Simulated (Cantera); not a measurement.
An adiabatic, constant-volume homogeneous reactor starts with 6.39 % CH₄, 1.28 % CO, 19.4 % O₂, 72.9 % N₂, at 1000 K and 9.87 atm.

Detailed kinetics in Cantera: GRI-Mech 3.0 (53 species, 325 reactions).

Problem. Predict: time of steepest temperature rise; temperature at 5.00 s; equilibrium temperature; x(CO) at 5.00 s; x(O₂) at 5.00 s; x(H₂) at 5.00 s; x(OH) at 5.00 s; x(N₂O) at 5.00 s.

Solution. time of steepest temperature rise: 0.109 s
temperature at 5.00 s: 2644 K
equilibrium temperature: 2644 K
x(CO) at 5.00 s: 0.00462 (gas-phase equilibrium 0.00462)
x(O₂) at 5.00 s: 0.0534 (gas-phase equilibrium 0.0534)
x(H₂) at 5.00 s: 0.00119 (gas-phase equilibrium 0.00119)
x(OH) at 5.00 s: 0.00769 (gas-phase equilibrium 0.00769)
x(N₂O) at 5.00 s: 3.88e-6 (gas-phase equilibrium 3.88e-6)
